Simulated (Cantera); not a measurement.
A perfectly stirred reactor is fed with CH4 : O2 : N2 = 1 : 1.67 : 8.5 (molar parts), equivalence ratio 1.2, at 0.701 atm; it is adiabatic with a 775 K inlet, and is followed from long to short residence time, starting on the burning branch (τ in s: 0.024, 0.014, 0.0081, 0.0046, 0.0027, 0.0015, 0.00088, 0.00051, 0.00029, 0.00017, 9.6e-05).

Cantera simulation using GRI-Mech 3.0 (53 species, 325 reactions); the numbers are that mechanism's predictions, not measurements.

Task: What does this change do: pressure from 0.701 atm to 0.987 atm?

Result: 
```tsv
quantity	before	after
blow-out, bracketed by the residence times tried	burning at 0.170 ms, out at 96.0 µs	burning at 96.0 µs, the shortest tried
x(CH4) at τ = 24.0 ms	1.62e-5	1.64e-5
x(O2) at τ = 24.0 ms	0.00104	0.000713
x(N2O) at τ = 24.0 ms	3.09e-8	3.49e-8
x(C2H6) at τ = 24.0 ms	1.10e-10	1.57e-10
x(HCO) at τ = 24.0 ms	1.94e-7	1.52e-7
x(CH4) at τ = 1.50 ms	0.000106	9.22e-5
x(O2) at τ = 1.50 ms	0.00423	0.00332
x(N2O) at τ = 1.50 ms	3.69e-8	4.96e-8
x(C2H6) at τ = 1.50 ms	2.79e-9	3.02e-9
x(HCO) at τ = 1.50 ms	2.28e-6	1.74e-6
```
